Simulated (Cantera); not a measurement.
An adiabatic, constant-volume homogeneous reactor starts with H2 : O2 : N2 = 1 : 1.56 : 8.75 (molar parts), equivalence ratio 0.32, at 1348 K and 13.8 atm. Integrator tolerance rtol = 1e-08.

Model: the H2/O2 subset of GRI-Mech 3.0, which has no nitrogen chemistry, integrated in Cantera. The hydrogen kinetics of GRI-Mech 3.0 are dated; newer H2 mechanisms differ, most at raised pressure. The pressure lies above the range GRI-Mech 3.0 was tuned for (to about 10 atm).

Q: What does this change do: H2 1 to 1.9 parts?

A: 
```tsv
quantity	before	after
time of steepest temperature rise	5.03 µs	4.06 µs
temperature at 0.400 s	2130 K	2638 K
equilibrium temperature	2130 K	2638 K
x(H2) at 0.400 s	4.66e-5 (gas-phase equilibrium 4.66e-5)	0.00159 (gas-phase equilibrium 0.00159)
x(O2) at 0.400 s	0.0976 (gas-phase equilibrium 0.0976)	0.0520 (gas-phase equilibrium 0.0520)
x(HO2) at 0.400 s	5.36e-6 (gas-phase equilibrium 5.36e-6)	2.01e-5 (gas-phase equilibrium 2.01e-5)
x(H2O) at 0.400 s	0.0917 (gas-phase equilibrium 0.0917)	0.162 (gas-phase equilibrium 0.162)
x(O) at 0.400 s	0.000117 (gas-phase equilibrium 0.000117)	0.00126 (gas-phase equilibrium 0.00126)
x(H) at 0.400 s	5.59e-6 (gas-phase equilibrium 5.59e-6)	0.000356 (gas-phase equilibrium 0.000356)
x(H2O2) at 0.400 s	3.67e-7 (gas-phase equilibrium 3.67e-7)	1.74e-6 (gas-phase equilibrium 1.74e-6)
```

Q: What does this change do: N2 8.75 to 24 parts?

A: 
```csv
quantity,before,after
time of steepest temperature rise,5.03 µs,12.1 µs
temperature at 0.400 s,2130 K,1693 K
equilibrium temperature,2130 K,1693 K
x(H2) at 0.400 s,4.66e-5 (gas-phase equilibrium 4.66e-5),8.62e-7 (gas-phase equilibrium 8.62e-7)
x(O2) at 0.400 s,0.0976 (gas-phase equilibrium 0.0976),0.0407 (gas-phase equilibrium 0.0407)
x(HO2) at 0.400 s,5.36e-6 (gas-phase equilibrium 5.36e-6),2.43e-7 (gas-phase equilibrium 2.43e-7)
x(H2O) at 0.400 s,0.0917 (gas-phase equilibrium 0.0917),0.0383 (gas-phase equilibrium 0.0383)
x(O) at 0.400 s,0.000117 (gas-phase equilibrium 0.000117),2.03e-6 (gas-phase equilibrium 2.03e-6)
x(H) at 0.400 s,5.59e-6 (gas-phase equilibrium 5.59e-6),3.11e-8 (gas-phase equilibrium 3.11e-8)
x(H2O2) at 0.400 s,3.67e-7 (gas-phase equilibrium 3.67e-7),1.81e-8 (gas-phase equilibrium 1.81e-8)
```
